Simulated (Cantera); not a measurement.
What does this Cantera script print?

```python
import numpy as np
import cantera as ct

gas_names = """
    H HNO HNO2 HNO3 HO2 H2 H2O H2O2 N NH NH2 NH3 NH2OH NO NO2 NO3 N2 N2H2 N2H4 N2O O OH O2 O3 Si SiH
    SiH2 SiH3 SiH4 SiN SiO SiO2 Si2 Si2N Si3
""".split()
cond_names = """
    H2O(s) H2O(L) Si(cr) Si(L) SiO2(Lqz) SiO2(hqz) SiO2(L) Si2N2O(s) Si3N4(a)
""".split()


# ... load() reads the species with a 1 bar reference pressure and builds the phases ...
atoms = {
    'SiH4': {'Si': 1, 'H': 4},
    'H2O': {'H': 2, 'O': 1},
    'N2': {'N': 2},
}
top_T = {'Si2N2O(s)': 2100, 'Si3N4(a)': 2400}  # K; cautious upper limits of use, not melting points


# ... equilibrate(T, P, feed) seeds the gas with the atoms and calls Mixture.equilibrate('TP', solver="vcs", rtol=1e-11, max_steps=5000) ...
results = []
T = 798.15  # K
P = 11  # Pa
for m in [4.1, 5.5, 7.5, 10, 14, 19, 26, 36, 48, 66]:
    feed = {'SiH4': 1, 'H2O': 2.5, 'N2': m}  # mol
    mix = equilibrate(T, P, feed)
    results.append((T, P, feed, dict(zip(mix.species_names, mix.species_moles))))
    x = sorted(zip(gas.X, gas.species_names), reverse=True)
    print(f"T = {T:g} K  P = {P:g} Pa  n(N2) = {m:g} mol  gas = {mix.phase_moles(0):.4g} mol")
    print("   x: " + "  ".join(f"{s} {v:.3e}" for v, s in x if v > 1e-06))
    print("   condensed (mol): " + ("  ".join(f"{mix.phase(i).name} {mix.phase_moles(i):.4g}"
          for i in range(1, mix.n_phases) if mix.phase_moles(i) > 1e-12) or "none"))
```

Output:

```
T = 798.15 K  P = 11 Pa  n(N2) = 4.1 mol  gas = 8.6 mol
   x: N2 4.767e-01  H2 4.651e-01  H2O 5.814e-02
   condensed (mol): SiO2(Lqz) 1
T = 798.15 K  P = 11 Pa  n(N2) = 5.5 mol  gas = 10 mol
   x: N2 5.500e-01  H2 4.000e-01  H2O 5.000e-02
   condensed (mol): SiO2(Lqz) 1
T = 798.15 K  P = 11 Pa  n(N2) = 7.5 mol  gas = 12 mol
   x: N2 6.250e-01  H2 3.333e-01  H2O 4.167e-02
   condensed (mol): SiO2(Lqz) 1
T = 798.15 K  P = 11 Pa  n(N2) = 10 mol  gas = 14.5 mol
   x: N2 6.897e-01  H2 2.759e-01  H2O 3.448e-02
   condensed (mol): SiO2(Lqz) 1
T = 798.15 K  P = 11 Pa  n(N2) = 14 mol  gas = 18.5 mol
   x: N2 7.568e-01  H2 2.162e-01  H2O 2.703e-02
   condensed (mol): SiO2(Lqz) 1
T = 798.15 K  P = 11 Pa  n(N2) = 19 mol  gas = 23.5 mol
   x: N2 8.085e-01  H2 1.702e-01  H2O 2.128e-02
   condensed (mol): SiO2(Lqz) 1
T = 798.15 K  P = 11 Pa  n(N2) = 26 mol  gas = 30.5 mol
   x: N2 8.525e-01  H2 1.311e-01  H2O 1.639e-02
   condensed (mol): SiO2(Lqz) 1
T = 798.15 K  P = 11 Pa  n(N2) = 36 mol  gas = 40.5 mol
   x: N2 8.889e-01  H2 9.877e-02  H2O 1.235e-02
   condensed (mol): SiO2(Lqz) 1
T = 798.15 K  P = 11 Pa  n(N2) = 48 mol  gas = 52.5 mol
   x: N2 9.143e-01  H2 7.619e-02  H2O 9.524e-03
   condensed (mol): SiO2(Lqz) 1
T = 798.15 K  P = 11 Pa  n(N2) = 66 mol  gas = 70.5 mol
   x: N2 9.362e-01  H2 5.674e-02  H2O 7.092e-03
   condensed (mol): SiO2(Lqz) 1
```

Cantera equilibrium calculation (NASA polynomials, part measured and part estimated; ideal gas, pure solids and liquids).
